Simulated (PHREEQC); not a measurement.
# Alkaline etch or developer (model solution)

Dissolve 0.21 mol/kgw TMAH, 1.4e-06 mol/kgw H4SiO4 and 7e-05 mol/kgw K3PO4 at 25 °C. Closed to the air; pH follows from the charge balance.

Computed with PHREEQC (ion-association model, phreeqc.dat).

No solid was allowed to form.

Estimate the pH, activity of water.

pH 13.17; activity of water 0.993.

In which forms is Si present?

H2SiO4-2 70 %, H3SiO4- 30 % of the Si.

(CH3)4N+ isn't in the database: it is added as a free cation with an ion size of 4 Å.
